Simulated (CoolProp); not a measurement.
R1234ze(Z) along the isobar 18.2 bar: Z from the reference equation and from simpler models built on Tc = 150.1 °C, pc = 35.31 bar, ω = 0.327; each cubic takes its own stable root.

Values from CoolProp's reference Helmholtz-energy equation of state, Akasaka 2019.

```
T (°C)   phase  reference  Soave-Redlich-Kwong  Peng-Robinson
------  ------  ---------  -------------------  -------------
20.95   liquid    0.06840              0.08412        0.07440
25.85   liquid    0.06798              0.08362        0.07394
30.75   liquid    0.06760              0.08319        0.07354
35.65   liquid    0.06725              0.08282        0.07319
40.55   liquid    0.06696              0.08253        0.07291
45.45   liquid    0.06670              0.08230        0.07269
50.35   liquid    0.06649              0.08215        0.07253
55.25   liquid    0.06633              0.08207        0.07245
60.15   liquid    0.06622              0.08208        0.07244
65.05   liquid    0.06615              0.08218        0.07252
69.95   liquid    0.06615              0.08238        0.07268
74.85   liquid    0.06621              0.08269        0.07294
```
